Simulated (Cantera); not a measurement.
What does this Cantera script print?

```python
import numpy as np
import cantera as ct

gas_names = """
    O2 CL2
""".split()
cond_names = """
    Ca(b) CaCL2(L) CaO(s)
""".split()


# ... load() reads the species with a 1 bar reference pressure and builds the phases ...
species = {s.name: s for s in load("nasa_gas.yaml", gas_names) + load("nasa_condensed.yaml", cond_names)}
T = 1075
g = {n: (s.thermo.h(T) - T * s.thermo.s(T)) / (ct.gas_constant * T * np.log(10)) for n, s in species.items()}
valid = cond_names  # the entries whose range holds T


def stable(la, lb):
    # potentials (over RT ln 10) of the two non-metals from log10 p(O2) and log10 p(CL2) in bar
    mu = {}
    mu["O"] = (g["O2"] + la) / 2
    mu["Cl"] = (g["CL2"] + lb) / 2
    cost = {}
    for n in valid:
        c = species[n].composition
        cost[n] = (g[n] - sum(c.get(e, 0) * m for e, m in mu.items())) / c["Ca"]
    return min(cost, key=cost.get)


results = []
for lb in [0, -3, -6, -9, -12, -15, -18, -21, -24, -27, -30, -33, -36, -39]:
    row = [stable(la, lb) for la in [-24, -22.2, -20.3, -18.5, -16.6, -14.8, -12.9, -11.1, -9.2, -7.4, -5.5, -3.7, -1.8, 0]]
    results.append(row)
    print(f"{lb:6.1f}  " + " ".join(f"{valid.index(n):x}" for n in row))
print("key: " + ", ".join(f"{i:x} {n}" for i, n in enumerate(valid)))
```

Result:

```
   0.0  1 1 1 1 1 1 1 1 1 1 1 1 1 1
  -3.0  1 1 1 1 1 1 1 1 1 1 1 1 1 1
  -6.0  1 1 1 1 1 1 1 1 1 1 1 1 1 2
  -9.0  1 1 1 1 1 1 1 1 1 2 2 2 2 2
 -12.0  1 1 1 1 1 1 2 2 2 2 2 2 2 2
 -15.0  1 1 1 2 2 2 2 2 2 2 2 2 2 2
 -18.0  2 2 2 2 2 2 2 2 2 2 2 2 2 2
 -21.0  2 2 2 2 2 2 2 2 2 2 2 2 2 2
 -24.0  2 2 2 2 2 2 2 2 2 2 2 2 2 2
 -27.0  2 2 2 2 2 2 2 2 2 2 2 2 2 2
 -30.0  2 2 2 2 2 2 2 2 2 2 2 2 2 2
 -33.0  2 2 2 2 2 2 2 2 2 2 2 2 2 2
 -36.0  2 2 2 2 2 2 2 2 2 2 2 2 2 2
 -39.0  2 2 2 2 2 2 2 2 2 2 2 2 2 2
key: 0 Ca(b), 1 CaCL2(L), 2 CaO(s)
```

Standard-state values (1 bar) from the NASA 1993 polynomials, evaluated with Cantera. Not in the tables: oxide halides.
